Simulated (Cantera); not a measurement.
An adiabatic, constant-pressure homogeneous reactor starts with CH₄ : H₂ : O₂ : N₂ = 1 : 0.77 : 1.99 : 7.47 (molar parts), at 1625 K and 20.0 bar.

Cantera simulation using GRI-Mech 3.0 (53 species, 325 reactions); the numbers are that mechanism's predictions, not measurements. The pressure lies above the range GRI-Mech 3.0 was tuned for (to about 10 atm). Above 3000 K some thermodynamic fits are extrapolated.

One state of this run: T (K) = 1642; x CH₄ = 0.0859; x H₂ = 0.0671; x O₂ = 0.175; x HCO = 7.93e-7; x CH₂O = 0.000708; x O = 1.29e-5. x: mole fraction; the columns are a selection and need not sum to one.

Task: Which value of t (s) does it belong to?
(A) 1.20e-5
(B) 1.00e-6
(C) 3.47e-6
(D) 0.000144

Result: C, 3.47e-6
